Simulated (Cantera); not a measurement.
A closed system holds: 1 mol HMDSO, 0.74 mol O3, a varied amount of N2, 0.22 mol CO2, held at 1250 °C and 7.50 Torr.

Cantera equilibrium calculation (NASA polynomials, part measured and part estimated; ideal gas, pure solids and liquids). Candidate condensed phases: C, C6H6, C7H8, C8H18, H2O, Si, SiC, SiO2, Si2N2O, Si3N4; 151 gas species. The feed counts by its element totals alone. Mutual solubility and eutectic melting of coexisting phases are not modelled. Rates play no part.

Task: Which condensed phases are stable at each of these points (n(N2) (mol)): 3.2, 5, 7.6, 12, 18, 28, 43, 66, 100, 160?

Result: 
```csv
n(N2) (mol),condensed phases,Si condensed (%)
3.2,C(graphite) + SiC(s),99.6
5,C(graphite) + SiC(s),99.6
7.6,C(graphite) + SiC(s) + Si2N2O(s),99.6
12,C(graphite) + SiC(s) + Si2N2O(s),99.7
18,C(graphite) + SiC(s) + Si2N2O(s),99.6
28,C(graphite) + SiC(s),99.6
43,C(graphite) + SiC(s),99.6
66,C(graphite) + SiC(s),99.6
100,C(graphite) + SiC(s),99.6
160,C(graphite) + SiC(s),99.6
```

From 3.2 mol N2 to 5 mol N2 the condensed part is C(graphite) + SiC(s). From 7.6 mol N2 to 18 mol N2 the condensed part is C(graphite) + SiC(s) + Si2N2O(s). From 28 mol N2 to 160 mol N2 the condensed part is C(graphite) + SiC(s).
